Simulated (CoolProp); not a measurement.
Vapour-liquid equilibrium of o-xylene (1) + n-nonane (2) at 0.457 MPa; x and y are mole fractions of (1).

The numbers come from the multi-fluid Helmholtz-energy mixture model, Zhou 2012 and Lemmon 2006; pair parameters Bell 2016 in CoolProp.

```json
[
 {"x": "0.05", "bubble temperature, mixture model (K)": "490.9", "bubble temperature, Raoult's law (K)": "491.3", "y, mixture model": "0.060", "y, Raoult's law": "0.056"},
 {"x": "0.15", "bubble temperature, mixture model (K)": "489.7", "bubble temperature, Raoult's law (K)": "490.6", "y, mixture model": "0.174", "y, Raoult's law": "0.166"},
 {"x": "0.25", "bubble temperature, mixture model (K)": "488.5", "bubble temperature, Raoult's law (K)": "490.0", "y, mixture model": "0.282", "y, Raoult's law": "0.273"},
 {"x": "0.35", "bubble temperature, mixture model (K)": "487.5", "bubble temperature, Raoult's law (K)": "489.3", "y, mixture model": "0.384", "y, Raoult's law": "0.378"},
 {"x": "0.45", "bubble temperature, mixture model (K)": "486.7", "bubble temperature, Raoult's law (K)": "488.6", "y, mixture model": "0.482", "y, Raoult's law": "0.480"},
 {"x": "0.55", "bubble temperature, mixture model (K)": "486.0", "bubble temperature, Raoult's law (K)": "488.0", "y, mixture model": "0.575", "y, Raoult's law": "0.580"},
 {"x": "0.65", "bubble temperature, mixture model (K)": "485.5", "bubble temperature, Raoult's law (K)": "487.3", "y, mixture model": "0.667", "y, Raoult's law": "0.677"},
 {"x": "0.75", "bubble temperature, mixture model (K)": "485.1", "bubble temperature, Raoult's law (K)": "486.7", "y, mixture model": "0.758", "y, Raoult's law": "0.772"},
 {"x": "0.85", "bubble temperature, mixture model (K)": "485.0", "bubble temperature, Raoult's law (K)": "486.1", "y, mixture model": "0.851", "y, Raoult's law": "0.865"},
 {"x": "0.95", "bubble temperature, mixture model (K)": "485.0", "bubble temperature, Raoult's law (K)": "485.5", "y, mixture model": "0.949", "y, Raoult's law": "0.956"}
]
```

The largest gap from Raoult's law is -2.0 K in bubble temperature, at x = 0.55. y crosses x between x = 0.85 and 0.95: the model has an azeotrope there.

The pair parameters rest on a limited set of measurements; away from them the model extrapolates.
